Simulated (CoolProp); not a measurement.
Octamethylcyclotetrasiloxane (D4) along the isobar 0.948 MPa: Z from the reference equation and from simpler models built on Tc = 586.5 K, pc = 1.347 MPa, ω = 0.598; each cubic takes its own stable root.

The numbers come from the reference Helmholtz-energy equation of state, Thol 2015 in CoolProp.

```json
[
 {"T (K)": "332.9", "phase": "liquid", "reference": "0.1113"},
 {"T (K)": "350.5", "phase": "liquid", "reference": "0.1082"},
 {"T (K)": "368", "phase": "liquid", "reference": "0.1054"},
 {"T (K)": "385.6", "phase": "liquid", "reference": "0.1031"},
 {"T (K)": "403.1", "phase": "liquid", "reference": "0.1012"},
 {"T (K)": "420.7", "phase": "liquid", "reference": "0.09961"},
 {"T (K)": "438.2", "phase": "liquid", "reference": "0.09841"},
 {"T (K)": "455.8", "phase": "liquid", "reference": "0.09759"},
 {"T (K)": "473.4", "phase": "liquid", "reference": "0.09720"},
 {"T (K)": "490.9", "phase": "liquid", "reference": "0.09730"},
 {"T (K)": "508.5", "phase": "liquid", "reference": "0.09804"}
]
```

Q: How far does each simpler model (van der Waals, Soave-Redlich-Kwong) lie from the reference over these 11 states: mean and median of the absolute difference, and the worst?

A: 
- van der Waals: mean 72.1 %, median 71.8 %, worst +74.6 % at 332.9 K and 0.948 MPa
- Soave-Redlich-Kwong: mean 10.7 %, median 10.4 %, worst +12.5 % at 508.5 K and 0.948 MPa
